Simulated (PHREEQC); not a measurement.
Dissolve 1.2 mol K2CO3 and 0.00014 mol H4SiO4 per kg of water at 66 °C. Closed to the air; pH follows from the charge balance.

Model: Pitzer model, pitzer.dat, run in PHREEQC.

**Question.** The ionic strength comes out as 3.58 mol/kgw. What activity coefficients do HCO3-, H2SiO4-2, K+, CO3-2, OH- get?

**Answer.** HCO3- 0.58, H2SiO4-2 0.020, K+ 0.50, CO3-2 0.14, OH- 1.1. Single-ion values are on the MacInnes scale.

Precipitation was switched off in this run. In brines, pH and single-ion activities rest on the MacInnes convention. At this temperature some constants are extrapolated from 25 °C, and those without enthalpy data are left unchanged.
